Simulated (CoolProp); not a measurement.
Vapour-liquid equilibrium of isobutane (1) + n-butane (2) at 95.75 °C; x and y are mole fractions of (1).

Values from CoolProp's multi-fluid Helmholtz-energy mixture model, Bücker 2006 and Bücker 2006; pair parameters Kunz 2012.

```tsv
x	bubble pressure (kPa)	y at the bubble point	dew pressure at overall composition x (kPa)	liquid density (mol/L)
0.05	(withheld)	0.059	1420	8.140
0.15	1464	0.174	1455	8.086
0.25	1504	0.284	1492	8.030
0.35	1546	(withheld)	1530	7.972
0.45	1588	0.493	1570	7.913
0.55	1630	(withheld)	1612	7.852
0.65	1674	0.688	1656	7.789
0.75	1718	(withheld)	(withheld)	7.725
0.85	(withheld)	(withheld)	1753	7.659
0.95	1810	0.957	1806	(withheld)
```

What belongs in the gaps?


- 0.05, bubble pressure (kPa): 1423
- 0.35, y at the bubble point: 0.391
- 0.55, y at the bubble point: 0.592
- 0.75, y at the bubble point: 0.781
- 0.75, dew pressure at overall composition x (kPa): 1703
- 0.85, bubble pressure (kPa): 1764
- 0.85, y at the bubble point: 0.870
- 0.95, liquid density (mol/L): 7.590

No azeotrope shows between x = 0.05 and 0.95.

Pair parameters are fitted to limited data, so mixtures are less certain than the pure fluids.
